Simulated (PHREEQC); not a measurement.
Synthetic water in mmol/kgw, 5 °C, pH 6.9:

```tsv
constituent	mmol/kgw
Na	273
K	27.3
Ca	13
Mg	14.7
Cl	316
S(6)	19.2
Alkalinity (meq/kgw)	7.78e-09
Br	2.61
```

Valence states are taken as typed.

Model: Pitzer model, pitzer.dat, run in PHREEQC.

Precipitation was switched off in this run.

Question: Predict the activity of water.

Answer: activity of water 0.989.

Question: In which forms is C present?

Answer: HCO3- 78 %, CO2 22 % of the C.

Away from 25 °C the constants follow the database's enthalpies or fits; those with neither stay at their 25 °C values.
